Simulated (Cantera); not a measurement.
Feed: 1 mol SiH₂Cl₂, 0.037 mol C₂H₂, 110 mol H₂, equilibrated at 7.60 mbar.

Method: chemical equilibrium by Gibbs-energy minimisation in Cantera with the NASA 1993 tables (ideal gas, pure condensed phases). Candidate condensed phases: C, C₆H₆, C₇H₈, C₈H₁₈, Si, SiC; 109 gas species. Mutual solubility and eutectic melting of coexisting phases are not modelled. Gases not in the tables: Si₂H₆ and higher silanes. Kinetics and transport are ignored.

Question: What share of the Si ends up in condensed phases as a function of T (K), at 1148, 1298, 1448, 1598, 1748, 1898, 2048, 2198, 2348?

Answer: 
```json
[
 {"T (K)": "1148", "Si condensed (%)": "92.0", "as": "Si(s) + SiC(s)"},
 {"T (K)": "1298", "Si condensed (%)": "91.7", "as": "Si(s) + SiC(s)"},
 {"T (K)": "1448", "Si condensed (%)": "90.7", "as": "Si(s) + SiC(s)"},
 {"T (K)": "1598", "Si condensed (%)": "89.6", "as": "Si(s) + SiC(s)"},
 {"T (K)": "1748", "Si condensed (%)": "87.2", "as": "Si(l) + SiC(s)"},
 {"T (K)": "1898", "Si condensed (%)": "69.3", "as": "Si(l) + SiC(s)"},
 {"T (K)": "2048", "Si condensed (%)": "4.6", "as": "SiC(s)"},
 {"T (K)": "2198", "Si condensed (%)": "0.0", "as": "-"},
 {"T (K)": "2348", "Si condensed (%)": "0.0", "as": "-"}
]
```
